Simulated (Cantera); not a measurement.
## Equilibrium for oxide etching and cleaning by halides: CaO + NF3 + N2

Feed: 1 mol CaO, 0.91 mol NF3, 89 mol N2, equilibrated at 14.3 Torr.

Equilibrium computed with Cantera from the NASA thermochemical tables; the gas is ideal and each condensed phase is pure. Candidate condensed phases: Ca, CaF2, CaO; 22 gas species. Equilibrium is a limit: real reactors are often held back by kinetics, nucleation or transport.

From 1123 K to 1648 K the condensed part is CaF2(s). At 1723 K the condensed part is CaF2(l). From 1798 K to 1948 K nothing is condensed.

```tsv
T (K)	x N2	x CaF2	x F	x O2	n CaF2(s)	n CaF2(l)
1123	0.986	1.74e-9	0.00802	0.00550	1.00	0
1198	0.986	2.88e-8	0.00804	0.00550	1.000	0
1273	0.986	3.37e-7	0.00805	0.00548	1.000	0
1348	0.986	2.95e-6	0.00805	0.00547	1.000	0
1423	0.986	2.02e-5	0.00805	0.00544	0.998	0
1498	0.986	0.000110	0.00805	0.00540	0.990	0
1573	0.986	0.000500	0.00805	0.00535	0.955	0
1648	0.984	0.00195	0.00803	0.00529	0.823	0
1723	0.980	0.00637	0.00800	0.00519	0	0.418
1798	0.975	0.0109	0.00796	0.00507	0	0
1873	0.975	0.0109	0.00796	0.00494	0	0
1948	0.975	0.0109	0.00796	0.00479	0	0
```
x: gas mole fraction; n: condensed amount in mol.
